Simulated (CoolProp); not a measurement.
Vapour-liquid equilibrium of CH2F2 (R32) (1) + R236EA (2) at 1020 kPa; x and y are mole fractions of (1).

Values from CoolProp's multi-fluid Helmholtz-energy mixture model, Tillner-Roth 1997 and Rui 2013; pair parameters Bell 2016.

Problem. Give the bubble temperature and the first vapour's composition at x = 0.35, 0.5, 0.65. Is there an azeotrope?

Solution. x = 0.35: 317.1 K, y = 0.708; x = 0.5: 305.5 K, y = 0.836; x = 0.65: 296.2 K, y = 0.914. No azeotrope shows between x = 0.05 and 0.95.

Pair parameters are fitted to limited data, so mixtures are less certain than the pure fluids.
